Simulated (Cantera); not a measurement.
Equilibrium for boron, boron nitride and boron oxide: BF3 + H2O

Charge: 1 mol BF3, 2.2 mol H2O, at 0.0490 bar.

Method: chemical equilibrium by Gibbs-energy minimisation in Cantera with the NASA 1993 tables (ideal gas, pure condensed phases). Candidate condensed phases: B, B2O3, B3O3H3, H2O; 43 gas species. The tables' values for BF2 are old estimates; treat these amounts as uncertain. Gases not in the tables: H3BO3. Rates play no part.

From 1098 K to 1398 K the condensed part is B2O3(l). From 1498 K to 2198 K nothing is condensed.

```json
[
 {"T (K)": "1098", "x HF": "0.347", "x H2O": "0.472", "x BOF": "0.00146", "x BF3": "0.159", "x HBO2": "0.000523", "x B3O3F3": "0.0190", "x H2": "2.53e-6", "x OH": "1.46e-7", "n B2O3(l)": "0.123"},
 {"T (K)": "1198", "x HF": "0.396", "x H2O": "0.438", "x BOF": "0.00766", "x BF3": "0.138", "x HBO2": "0.00242", "x B3O3F3": "0.0179", "x H2": "1.10e-5", "x OH": "8.96e-7", "n B2O3(l)": "0.149"},
 {"T (K)": "1298", "x HF": "0.430", "x H2O": "0.402", "x BOF": "0.0301", "x BF3": "0.114", "x HBO2": "0.00860", "x B3O3F3": "0.0158", "x H2": "3.76e-5", "x OH": "4.10e-6", "n B2O3(l)": "0.144"},
 {"T (K)": "1398", "x HF": "0.430", "x H2O": "0.360", "x BOF": "0.0914", "x BF3": "0.0816", "x HBO2": "0.0248", "x B3O3F3": "0.0119", "x H2": "0.000106", "x OH": "1.48e-5", "n B2O3(l)": "0.0615"},
 {"T (K)": "1498", "x HF": "0.446", "x H2O": "0.309", "x BOF": "0.158", "x BF3": "0.0463", "x HBO2": "0.0374", "x B3O3F3": "0.00271", "x H2": "0.000248", "x OH": "4.32e-5", "n B2O3(l)": "0"},
 {"T (K)": "1598", "x HF": "0.481", "x H2O": "0.275", "x BOF": "0.183", "x BF3": "0.0217", "x HBO2": "0.0373", "x B3O3F3": "0.000277", "x H2": "0.000532", "x OH": "0.000112", "n B2O3(l)": "0"},
 {"T (K)": "1698", "x HF": "0.499", "x H2O": "0.259", "x BOF": "0.193", "x BF3": "0.00932", "x HBO2": "0.0370", "x B3O3F3": "2.98e-5", "x H2": "0.00108", "x OH": "0.000265", "n B2O3(l)": "0"},
 {"T (K)": "1798", "x HF": "0.507", "x H2O": "0.251", "x BOF": "0.197", "x BF3": "0.00405", "x HBO2": "0.0372", "x B3O3F3": "3.79e-6", "x H2": "0.00204", "x OH": "0.000579", "n B2O3(l)": "0"},
 {"T (K)": "1898", "x HF": "0.511", "x H2O": "0.245", "x BOF": "0.198", "x BF3": "0.00186", "x HBO2": "0.0374", "x B3O3F3": "5.83e-7", "x H2": "0.00366", "x OH": "0.00117", "n B2O3(l)": "0"},
 {"T (K)": "1998", "x HF": "0.512", "x H2O": "0.240", "x BOF": "0.197", "x BF3": "0.000913", "x HBO2": "0.0374", "x B3O3F3": "1.07e-7", "x H2": "0.00617", "x OH": "0.00220", "n B2O3(l)": "0"},
 {"T (K)": "2098", "x HF": "0.511", "x H2O": "0.234", "x BOF": "0.197", "x BF3": "0.000480", "x HBO2": "0.0371", "x B3O3F3": "2.31e-8", "x H2": "0.00985", "x OH": "0.00388", "n B2O3(l)": "0"},
 {"T (K)": "2198", "x HF": "0.509", "x H2O": "0.225", "x BOF": "0.196", "x BF3": "0.000269", "x HBO2": "0.0365", "x B3O3F3": "5.72e-9", "x H2": "0.0149", "x OH": "0.00644", "n B2O3(l)": "0"}
]
```
x: gas mole fraction; n: condensed amount in mol.
